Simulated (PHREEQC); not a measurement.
# Sulfide liquor: an equilibrium model

A solution holds 0.0017 mol Na2S per kg of water, at 25 °C. Closed to the air; pH follows from the charge balance.

The numbers come from PHREEQC with the ion-association model, phreeqc.dat.

Each row changes one thing in this solution. This is a speciation only: nothing precipitates in the calculation.

```tsv
case	pH	ionic strength (mol/kgw)	H2S (mol/kgw)
as made	11.19	0.00344	8.84e-8
7.3e-05 mol/kgw H4SiO4 added	11.17	0.00344	9.23e-8
temperature from 25 to 10 °C	11.72	0.00344	4.31e-8
0.00011 mol/kgw NaOH added	11.21	0.00355	8.29e-8
temperature from 25 to 80 °C	9.78	0.00344	8.94e-7
Na2S from 0.0017 to 0.00153 mol/kgw	11.14	0.00309	8.84e-8
```

At this temperature some constants are extrapolated from 25 °C, and those without enthalpy data are left unchanged.
